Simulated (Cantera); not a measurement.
Charge: 1 mol SiCl4, a varied amount of C2H4, 77 mol H2, equilibrated at 875 °C and 18.0 mbar.

Method: chemical equilibrium by Gibbs-energy minimisation in Cantera with the NASA 1993 tables (ideal gas, pure condensed phases). Candidate condensed phases: C, C6H6, C7H8, C8H18, Si, SiC; 109 gas species. Mutual solubility and eutectic melting of coexisting phases are not modelled. The tables' values for SiCl3 are old estimates; treat these amounts as uncertain. Equilibrium is a limit: real reactors are often held back by kinetics, nucleation or transport.

Q: At 0.094 mol C2H4, list the 4 most abundant gas species with their mole fractions, and the condensed phases.

A: H2 0.960, HCl 0.0342, SiCl2 0.00268, SiCl4 0.00160. Condensed: Si(s) + SiC(s).
